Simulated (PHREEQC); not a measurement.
Consider water at 20 °C with 0.0014 mol HCl, 4.4e-05 mol LiCl and 0.0091 mol NiSO4 per kg of water. Closed to the air; pH follows from the charge balance.

Model: ion-association model, wateq4f.dat, run in PHREEQC.

Problem. The ionic strength comes out as 0.0278 mol/kgw. What activity coefficients do H+, SO4-2, Cl-, HSO4-, NiCl+ get?

Solution. H+ 0.88, SO4-2 0.54, Cl- 0.85, HSO4- 0.86, NiCl+ 0.86.

No solid was allowed to form. Species that the database lacks are ignored.
